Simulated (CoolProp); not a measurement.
Vapour-liquid equilibrium of n-pentane (1) + cyclohexane (2) at 375.7 K; x and y are mole fractions of (1).

Computed with CoolProp (multi-fluid Helmholtz-energy mixture model, Thol 2019 and Zhou 2014; pair parameters Bell 2016).

| x | bubble pressure, mixture model (bar) | bubble pressure, Raoult's law (bar) | y, mixture model | y, Raoult's law |
|---|---|---|---|---|
| 0.05 | 2.114 | 2.089 | 0.152 | 0.150 |
| 0.125 | 2.469 | 2.420 | 0.322 | 0.324 |
| 0.2 | 2.812 | 2.751 | 0.447 | 0.456 |
| 0.275 | 3.146 | 3.081 | 0.544 | 0.560 |
| 0.35 | 3.472 | 3.412 | 0.622 | 0.644 |
| 0.425 | 3.794 | 3.742 | 0.688 | 0.713 |
| 0.5 | 4.112 | 4.073 | ___ | 0.771 |
| 0.575 | 4.429 | 4.404 | ___ | 0.820 |
| 0.65 | 4.746 | 4.734 | 0.837 | 0.862 |
| 0.725 | 5.065 | 5.065 | 0.877 | 0.899 |
| 0.8 | 5.388 | 5.396 | ___ | 0.931 |
| 0.875 | 5.715 | 5.726 | 0.947 | 0.959 |
| 0.95 | 6.050 | 6.057 | 0.979 | 0.985 |

Task: Complete the blanks.

Result: 
- 0.5, y, mixture model: 0.744
- 0.575, y, mixture model: 0.793
- 0.8, y, mixture model: 0.913

The largest gap from Raoult's law is +2.2 % in bubble pressure, at x = 0.2. No azeotrope shows between x = 0.05 and 0.95.

Pair parameters are fitted to limited data, so mixtures are less certain than the pure fluids.
